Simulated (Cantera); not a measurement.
Charge: 1 mol B2O3, 150 mol H2, equilibrated at 1150 K and 150 Pa.

These are equilibrium values from Cantera (NASA tables, ideal gas, pure condensed phases), not measurements of a reactor. Candidate condensed phases: B, B2O3, B3O3H3, H2O; 23 gas species. Equilibrium is a limit: real reactors are often held back by kinetics, nucleation or transport.

Question: What is the equilibrium state?

Answer: 
* **x(H2)**: 1.000
* **x(HBO)**: 7.68e-5
* **x(HBO2)**: 4.30e-5
* **x(H2O)**: 1.78e-5
* **x(H)**: 1.93e-6
* **x(B2O3)**: 1.11e-6
* **n(B2O3(l))**: 0.991 mol
* **gas amount**: 150.0 mol
* **log10 activity of B(s) (absent)**: -2.72
* **log10 activity of B3O3H3(s) (absent)**: -12.96
